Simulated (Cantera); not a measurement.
# Silicon nitride deposition: SiHCl₃ + NH₃ + H₂

A closed system holds: 1 mol SiHCl₃, 3 mol NH₃, 22 mol H₂, held at 0.00720 bar.

These are equilibrium values from Cantera (NASA tables, ideal gas, pure condensed phases), not measurements of a reactor. Candidate condensed phases: NH₄Cl, Si, Si₃N₄; 28 gas species. The tables' values for SiCl, SiCl₃, SiN are old estimates; treat these amounts as uncertain. Gases not in the tables: Si₂H₆ and higher silanes. The numbers say what is thermodynamically allowed, not how fast it happens.

```csv
T (K),x H₂,x HCl,x N₂,x H,x SiCl₂,x Si,n Si₃N₄(s),n Si(l)
700,0.870,0.100,0.0287,<1e-12,<1e-12,<1e-12,0.328,0
900,0.870,0.102,0.0285,1.28e-9,1.07e-8,<1e-12,0.332,0
1100,0.869,0.102,0.0285,2.84e-7,6.83e-6,<1e-12,0.333,0
1300,0.870,0.101,0.0288,1.22e-5,0.000558,1.08e-10,0.327,0
1500,0.873,0.0838,0.0341,0.000194,0.00863,4.88e-7,0.247,0
1700,0.866,0.0648,0.0500,0.00162,0.0174,9.42e-5,0,0.470
1900,0.855,0.0685,0.0497,0.00865,0.0148,0.00175,0,0.474
2100,0.816,0.0692,0.0481,0.0332,0.0115,0.0170,0,0
```
x: gas mole fraction; n: condensed amount in mol.

From 700 K to 1500 K the condensed part is Si₃N₄(s). From 1700 K to 1900 K the condensed part is Si(l). At 2100 K nothing is condensed. The main Si-bearing gas is SiCl₄ at 700 K and Si at 2100 K. The share of Si in condensed phases is highest at 1100 K (99.8 %) and lowest at 2100 K (0.0 %).
